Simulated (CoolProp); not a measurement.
Vapour-liquid equilibrium of R114 (1) + n-heptane (2) at 0.119 MPa; x and y are mole fractions of (1).

Model: multi-fluid Helmholtz-energy mixture model, Platzer 1990 and Span 2003; pair parameters Bell 2016, in CoolProp. This equation is an older, rougher fit; its heat capacities, sound speeds and derivatives of the liquid may be far off and weren't checked against measurements.

```csv
x,"bubble temperature, mixture model (K)","bubble temperature, Raoult's law (K)","y, mixture model","y, Raoult's law"
0.05,354.3,359.2,0.512,0.446
0.2,317.1,327.7,0.893,0.847
0.35,302.2,311.1,0.953,0.938
0.5,294.6,300.5,0.973,0.971
0.65,289.9,292.9,0.983,0.986
0.8,286.1,287.1,0.990,0.994
0.95,282.4,282.4,0.997,0.999
```

The largest gap from Raoult's law is -10.6 K in bubble temperature, at x = 0.2. No azeotrope shows between x = 0.05 and 0.95.

Pair parameters are fitted to limited data, so mixtures are less certain than the pure fluids.
